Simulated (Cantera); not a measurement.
## Counterflow diffusion flame

A counterflow diffusion flame at 1.40 bar, nozzles 20 mm apart: fuel side 100 % CH3OH at 575 K, oxidiser side 27.0 % O2, 73.0 % N2 at 400 K, fuel mass flux 0.7 times the oxidiser's; mixture-averaged transport, no radiation.

Cantera simulation using GRI-Mech 3.0 (53 species, 325 reactions); the numbers are that mechanism's predictions, not measurements. GRI-Mech 3.0 was tuned for natural gas; its chemistry of methanol as a main component is partial and can be far from experiment. GRI-Mech 3.0 has no aromatics or soot, which form on the fuel side of real flames. The maximum strain rate includes the flame's own expansion and is several times the mean.

```tsv
oxidiser flux (kg/m²/s)	max strain (1/s)	mean strain (1/s)	T max (K)	peak x OH	peak x H	peak x NO	peak x CO	peak x C2H2
0.35	151	27.3	2427	0.0144	0.00584	0.000612	0.220	6.25e-5
0.51	210	39.8	2399	0.0148	0.00652	0.000450	0.219	8.24e-5
0.75	296	58.6	2360	0.0151	0.00732	0.000311	0.217	0.000108
1.1	418	85.9	2316	0.0153	0.00822	0.000211	0.214	0.000140
1.6	589	125	2269	0.0155	0.00919	0.000145	0.211	0.000178
2.3	822	180	2225	0.0158	0.0102	0.000105	0.209	0.000224
3.4	1180	266	2171	0.0157	0.0113	7.53e-5	0.206	0.000281
4.9	1660	383	2117	0.0155	0.0123	5.69e-5	0.202	0.000338
7.2	2390	563	2059	0.0151	0.0133	4.39e-5	0.198	0.000393
```
x: mole fraction; the columns are a selection and need not sum to one.
